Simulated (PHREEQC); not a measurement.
Consider water at 94 °C with 0.72 mol/kgw Na2SO4, 0.01 mol/kgw K2SO4 and 1.1 mol/kgw LiCl. Closed to the air; pH follows from the charge balance.

Equilibrium calculation in PHREEQC: ion-association model, wateq4f.dat.

This is a speciation only: nothing precipitates in the calculation.

Q: Estimate the ionic strength, activity of water.

A: ionic strength 2.48 mol/kgw; activity of water 0.932.

Q: In which forms is K present?

A: K+ 70 %, KSO4- 30 % of the K.

Caution: at this ionic strength the ion-association model is outside its range; a Pitzer model would be the better tool where its parameters exist. Species that the database lacks are ignored. Constants without temperature data keep their 25 °C values here.
